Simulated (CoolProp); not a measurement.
A single-stage vapour-compression cycle with propylene: evaporating at 244.15 K (dew point), condensing at 293.15 K (bubble point), superheat 10 K, subcooling 2 K, compressor efficiency 0.6, no pressure losses. Each further row changes one setting.

Computed with CoolProp (reference Helmholtz-energy equation of state, Lemmon 2013).

```csv
case,cooling COP,pressure ratio,discharge temperature (K),refrigerating effect (kJ/kg),volumetric capacity (kJ/m³)
as stated,2.42,4.63,347.2,318,1470
evaporating temperature 249.15 K,?,?,341.5,?,1780
condensing temperature 288.15 K,2.77,4.06,339.2,331,1530
subcooling 7 K,2.52,4.63,347.2,331,1530
superheat 20 K,2.42,4.63,358.3,?,1470
compressor efficiency 0.5,?,4.63,?,318,1470
```

Q: Some entries are withheld; supply them.

A: 
- evaporating temperature 249.15 K, cooling COP: 2.81
- evaporating temperature 249.15 K, pressure ratio: 3.84
- evaporating temperature 249.15 K, refrigerating effect (kJ/kg): 324
- superheat 20 K, refrigerating effect (kJ/kg): 333
- compressor efficiency 0.5, cooling COP: 2.02
- compressor efficiency 0.5, discharge temperature (K): 361.2
